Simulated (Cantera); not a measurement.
Feed: 1 mol B2O3, 27 mol H2, held at 1948.15 K and 1.50 mbar.

Equilibrium computed with Cantera from the NASA thermochemical tables; the gas is ideal and each condensed phase is pure. Candidate condensed phases: B, B2O3, B3O3H3, H2O; 23 gas species. Equilibrium is a limit: real reactors are often held back by kinetics, nucleation or transport.

Base state: H2 0.908, H 0.0278, HBO2 0.0211, HBO 0.0191, B2O3 0.00924, BO 0.00895, H2O 0.00463, B2O2 0.00119 (mole fractions); condensed: gas only.

**Question.** What changes in the equilibrium state with this change: pressure from 1.50 mbar to 1.00 bar?

**Answer.** 
```
species   before     after
-------  -------  --------
H2         0.908     0.937
HBO       0.0191    0.0241
HBO2      0.0211    0.0208
H         0.0278   0.00109
BO       0.00895  0.000430
B2O3     0.00924    0.0111
B3O3H3     <1e-9   2.90e-5
OH       1.28e-5   3.95e-7
BO2      7.08e-5   2.66e-6
```

**Question.** What changes in the equilibrium state with this change: 0.24 mol Cl2 added?

**Answer.** 
| species | before | after |
|---|---|---|
| H2 | 0.908 | 0.892 |
| H | 0.0278 | 0.0276 |
| HBO2 | 0.0211 | 0.0209 |
| HCl | 0 | 0.0160 |
| HBO | 0.0191 | 0.0187 |
| Cl | 0 | 0.000371 |
| BOCl | 0 | 0.000322 |
| B2O2 | 0.00119 | 0.00116 |
| BO | 0.00895 | 0.00884 |
The tables' values for BOCl are old estimates; treat these amounts as uncertain.
